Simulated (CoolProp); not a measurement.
Vapour-liquid equilibrium of methanol (1) + ethanol (2) at 0.0858 MPa; x and y are mole fractions of (1).

The numbers come from the multi-fluid Helmholtz-energy mixture model, de Reuck 1993 and Schroeder 2014; pair parameters Bell 2016 in CoolProp.

```
x     bubble temperature, mixture model (°C)  bubble temperature, Raoult's law (°C)  y, mixture model  y, Raoult's law
----  --------------------------------------  -------------------------------------  ----------------  ---------------
0.05                                    73.4                                   73.4             0.083            0.083
0.2                                     70.9                                   70.9             0.296            0.303
0.35                                     ___                                   68.6             0.474            0.485
0.5                                      ___                                   66.5             0.627            0.638
0.65                                    64.8                                   64.5               ___            0.768
0.8                                      ___                                   62.6               ___            0.878
0.95                                    60.9                                   60.9             0.972            0.972
```

Problem. Complete the blanks.

Solution. 
- 0.35, bubble temperature, mixture model (°C): 68.8
- 0.5, bubble temperature, mixture model (°C): 66.7
- 0.65, y, mixture model: 0.761
- 0.8, bubble temperature, mixture model (°C): 62.8
- 0.8, y, mixture model: 0.876

The largest gap from Raoult's law is +0.3 K in bubble temperature, at x = 0.65. No azeotrope shows between x = 0.05 and 0.95.

The pair parameters rest on a limited set of measurements; away from them the model extrapolates.
